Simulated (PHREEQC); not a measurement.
Solution (9.9 °C): 0.02 mol KHCO3, 0.0048 mol NaF and 0.014 mol LiCl per kg of water. Closed to the air; pH follows from the charge balance.

Equilibrium calculation in PHREEQC: ion-association model, phreeqc.dat.

```tsv
quantity	before	after
pH	8.32	8.06
ionic strength (mol/kgw)	0.0390	0.0390
NaF (mol/kgw)	9.08e-6	8.86e-6
HF (mol/kgw)	2.16e-8	7.43e-8
SI of Halite (NaCl)	-5.89	-5.93
```

### Question
Name the change that produced these shifts.
A. diluted 10-fold with water
B. KHCO3 from 0.02 to 0.01 mol/kgw
C. KHCO3 replaced by (NH4)2CO3 at the same molality
D. temperature from 9.9 to 45 °C
E. 0.001 mol/kgw Na2CO3 added

### Answer
D, temperature from 9.9 to 45 °C

No solid was allowed to form. At this temperature some constants are extrapolated from 25 °C, and those without enthalpy data are left unchanged.
